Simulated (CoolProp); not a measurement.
n-nonane along the isobar 2570 kPa: fugacity coefficient from the reference equation and from simpler models built on Tc = 594.5 K, pc = 2282 kPa, ω = 0.443; each cubic takes its own stable root.

The numbers come from the reference Helmholtz-energy equation of state, Lemmon 2006 in CoolProp. It is a short technical equation, of lower accuracy than the large ones.

```json
[
 {"T (K)": "435.1", "phase": "liquid", "reference": "0.05662"},
 {"T (K)": "445.3", "phase": "liquid", "reference": "0.07135"},
 {"T (K)": "455.4", "phase": "liquid", "reference": "0.08843"},
 {"T (K)": "465.6", "phase": "liquid", "reference": "0.1084"},
 {"T (K)": "475.7", "phase": "liquid", "reference": "0.1309"},
 {"T (K)": "485.9", "phase": "liquid", "reference": "0.1566"},
 {"T (K)": "496", "phase": "liquid", "reference": "0.1849"},
 {"T (K)": "506.2", "phase": "liquid", "reference": "0.2166"},
 {"T (K)": "516.4", "phase": "liquid", "reference": "0.2511"}
]
```

### Question
How far does each simpler model (van der Waals, Redlich-Kwong, Soave-Redlich-Kwong, Peng-Robinson) lie from the reference over these 9 states: mean and median of the absolute difference, and the worst?

### Answer
- van der Waals: mean 166.5 %, median 149.7 %, worst +309.9 % at 435.1 K and 2570 kPa
- Redlich-Kwong: mean 67.0 %, median 63.5 %, worst +109.8 % at 435.1 K and 2570 kPa
- Soave-Redlich-Kwong: mean 5.0 %, median 5.1 %, worst +5.6 % at 516.4 K and 2570 kPa
- Peng-Robinson: mean 1.6 %, median 1.6 %, worst +1.7 % at 506.2 K and 2570 kPa
